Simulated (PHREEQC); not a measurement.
Synthetic water in mg/L, 9.8 °C, pH 2.51, pe 12.7: Na 2200; K 245; Ca 8.9; Mg 207; Cl 1250; S(6) as SO4 4680; Fe(3) 37.8; N(5) as NO3 5.81; Mn(2) 14.4.

Cl is adjusted to close the charge balance.
Valence states are taken as typed.

The numbers come from PHREEQC with the ion-association model, phreeqc.dat.

This is a speciation only: nothing precipitates in the calculation.

Question: Predict the ionic strength.

Answer: ionic strength 0.155 mol/kgw.

Question: In which forms is Mg present?

Answer: Mg+2 60 %, MgSO4 40 % of the Mg.

The solution is supersaturated, for example in Jarosite-K, Hematite (slow to form), so a real one may precipitate; this is no full list. Away from 25 °C the constants follow the database's enthalpies or fits; those with neither stay at their 25 °C values.
